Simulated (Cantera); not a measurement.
Charge: 1 mol B2O3, 5.6 mol BCl3, 0.28 mol H2, equilibrated at 0.133 bar.

These are equilibrium values from Cantera (NASA tables, ideal gas, pure condensed phases), not measurements of a reactor. Candidate condensed phases: B, B2O3, B3O3H3, H2O; 33 gas species. Gases not in the tables: BHCl2. Rates play no part.

Over these rows the condensed part is B(s). Partial pressures as log10 of bar:

```tsv
T (K)	1000/T (1/K)	log p B2O2	log p BCl3	log p B3O3Cl3	log p HCl	log p H2
1123	0.8905	-8.26	-0.99	-1.65	-2.22	-2.49
1173	0.8525	-7.56	-1.00	-1.65	-2.17	-2.54
1223	0.8177	?	-1.00	-1.65	-2.12	-2.60
1273	0.7855	-6.32	-1.00	-1.65	-2.09	-2.66
1323	0.7559	-5.78	-1.00	-1.65	-2.06	-2.72
1373	0.7283	-5.27	-1.00	-1.65	-2.03	-2.79
```

Q: Fit log p(B2O2) = a + b·(1000/T) to the five rows, give the apparent enthalpy, and predict the row at 1223 K.

A: Means: 1000/T = 0.8025, log p = -6.638. Sxy = -0.335730, Sxx = 0.0182102, so b = -18.44 and a = -6.638 − (-18.44)×0.8025 = 8.16.
Apparent enthalpy: −19.145 × (-18.44) = 353 kJ/mol. With the condensed phases at unit activity, 2/3 B(s) + 2/3 B3O3Cl3(g) = B2O2(g) + 2/3 BCl3(g) links this pressure to the main gases: over the six rows their terms move log p by +0.01 in all, so the slope is close to that reaction's ΔH°. The five rows lie within 0.01 of the line.
Prediction at 1223 K: 8.16 + (-18.44)×0.8177 = -6.92. The computed value is -6.92, 0.00 from the line.
